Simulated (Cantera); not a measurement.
Mixture: CO : H2 : O2 : N2 = 1 : 0.19 : 1.42 : 7.65 (molar parts), equivalence ratio 0.42, at 975 Torr, adiabatic and at constant volume. Ignition delay is the time to a rise of 400 K.

Cantera simulation using GRI-Mech 3.0 (53 species, 325 reactions); the numbers are that mechanism's predictions, not measurements. Where the delays flatten at high temperature, the 400 K rule measures the pace of heat release, not the induction time.

**Question.** What does this change do: pressure from 975 Torr to 3750 Torr?

**Answer.** 
| quantity | before | after |
|---|---|---|
| delay at 1175 K | 0.166 ms | 82.8 µs |
| delay at 1325 K | 0.107 ms | 27.6 µs |
| delay at 1475 K | 91.3 µs | 18.1 µs |
| delay at 1625 K | 92.5 µs | 14.9 µs |
| delay at 1775 K | 0.106 ms | 14.0 µs |
The hydrogen kinetics of GRI-Mech 3.0 are dated; newer H2 mechanisms differ, most at raised pressure.

**Question.** What does this change do: pressure from 975 Torr to 11300 Torr?

**Answer.** 
```json
[
 {"quantity": "delay at 1175 K", "before": "0.166 ms", "after": "0.202 ms"},
 {"quantity": "delay at 1325 K", "before": "0.107 ms", "after": "18.0 µs"},
 {"quantity": "delay at 1475 K", "before": "91.3 µs", "after": "7.01 µs"},
 {"quantity": "delay at 1625 K", "before": "92.5 µs", "after": "4.61 µs"},
 {"quantity": "delay at 1775 K", "before": "0.106 ms", "after": "3.71 µs"}
]
```
The hydrogen kinetics of GRI-Mech 3.0 are dated; newer H2 mechanisms differ, most at raised pressure. The pressure lies above the range GRI-Mech 3.0 was tuned for (to about 10 atm).
